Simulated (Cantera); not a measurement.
## SiCl₄ + HCl + H₂ (chlorosilane synthesis and conversion)

Input: 1 mol SiCl₄, 3.2 mol HCl, 6.6 mol H₂, held at 1302 °C.

These are equilibrium values from Cantera (NASA tables, ideal gas, pure condensed phases), not measurements of a reactor. Candidate condensed phases: Si; 19 gas species. The tables' values for SiCl₃ are old estimates; treat these amounts as uncertain. Rates play no part.

From 0.100 bar to 30.0 bar nothing is condensed. The main Si-bearing gas is SiCl₂ at 0.100 bar and SiCl₄ at 30.0 bar.

```tsv
P (Pa)	x H₂	x HCl	x SiCl₄	x SiCl₂	x SiCl₃	x SiHCl₃
10000	0.505	0.408	0.0121	0.0564	0.0161	0.00199
31000	0.525	0.387	0.0235	0.0409	0.0192	0.00425
98000	0.548	0.363	0.0378	0.0248	0.0189	0.00762
310000	0.567	0.343	0.0512	0.0123	0.0155	0.0113
960000	0.579	0.330	0.0607	0.00518	0.0110	0.0142
3000000	0.585	0.323	0.0665	0.00192	0.00698	0.0161
```
x: gas mole fraction; nothing condenses.
